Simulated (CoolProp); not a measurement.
Vapour-liquid equilibrium of acetone (1) + n-hexane (2) at 447 K; x and y are mole fractions of (1).

Model: multi-fluid Helmholtz-energy mixture model, Lemmon 2006 and Thol 2019; pair parameters Bell 2016, in CoolProp.

```tsv
x	bubble pressure, mixture model (MPa)	bubble pressure, Raoult's law (MPa)	y, mixture model	y, Raoult's law
0.05	[?]	1.201	0.112	0.074
0.15	[?]	1.262	[?]	0.212
0.25	[?]	1.323	0.374	0.336
0.35	[?]	1.384	0.457	0.450
0.45	1.852	1.445	0.529	0.554
0.55	[?]	1.506	0.598	0.650
0.65	[?]	1.566	0.666	0.739
0.75	1.938	1.627	0.740	0.820
0.85	1.908	1.688	0.825	0.896
0.95	[?]	1.749	0.933	0.967
```

Q: Fill in the missing entries.

A: 
- 0.05, bubble pressure, mixture model (MPa): 1.299
- 0.15, bubble pressure, mixture model (MPa): 1.505
- 0.15, y, mixture model: 0.267
- 0.25, bubble pressure, mixture model (MPa): 1.657
- 0.35, bubble pressure, mixture model (MPa): 1.770
- 0.55, bubble pressure, mixture model (MPa): 1.907
- 0.65, bubble pressure, mixture model (MPa): 1.936
- 0.95, bubble pressure, mixture model (MPa): 1.836

The largest gap from Raoult's law is +28.2 % in bubble pressure, at x = 0.45. y crosses x between x = 0.65 and 0.75: the model has an azeotrope there.

Pair parameters are fitted to limited data, so mixtures are less certain than the pure fluids.
